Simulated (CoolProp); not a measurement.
Aqueous calcium chloride as a coolant, at -1 °C, 1 atm.

The numbers come from the Melinder's fits for secondary coolants in CoolProp.

```json
[
 {"mass %": "5.4", "freezing point (°C)": "-2.6", "cp (kJ/(kg K))": "3.846", "density (kg/m³)": "1047", "conductivity (W/(m K))": "0.557", "viscosity (mPa s)": "2.06"},
 {"mass %": "7.7", "freezing point (°C)": "-4.0", "cp (kJ/(kg K))": "3.704", "density (kg/m³)": "1068", "conductivity (W/(m K))": "0.555", "viscosity (mPa s)": "2.17"},
 {"mass %": "10", "freezing point (°C)": "-5.8", "cp (kJ/(kg K))": "3.567", "density (kg/m³)": "1089", "conductivity (W/(m K))": "0.554", "viscosity (mPa s)": "2.30"},
 {"mass %": "12.2", "freezing point (°C)": "-7.9", "cp (kJ/(kg K))": "3.441", "density (kg/m³)": "1109", "conductivity (W/(m K))": "0.552", "viscosity (mPa s)": "2.45"},
 {"mass %": "14.5", "freezing point (°C)": "-10.5", "cp (kJ/(kg K))": "3.316", "density (kg/m³)": "1131", "conductivity (W/(m K))": "0.550", "viscosity (mPa s)": "2.64"},
 {"mass %": "16.8", "freezing point (°C)": "-13.4", "cp (kJ/(kg K))": "3.199", "density (kg/m³)": "1153", "conductivity (W/(m K))": "0.548", "viscosity (mPa s)": "2.87"},
 {"mass %": "19.1", "freezing point (°C)": "-16.8", "cp (kJ/(kg K))": "3.092", "density (kg/m³)": "1176", "conductivity (W/(m K))": "0.545", "viscosity (mPa s)": "3.15"},
 {"mass %": "21.4", "freezing point (°C)": "-20.8", "cp (kJ/(kg K))": "2.995", "density (kg/m³)": "1199", "conductivity (W/(m K))": "0.543", "viscosity (mPa s)": "3.49"},
 {"mass %": "23.7", "freezing point (°C)": "-25.7", "cp (kJ/(kg K))": "2.910", "density (kg/m³)": "1223", "conductivity (W/(m K))": "0.540", "viscosity (mPa s)": "3.91"}
]
```
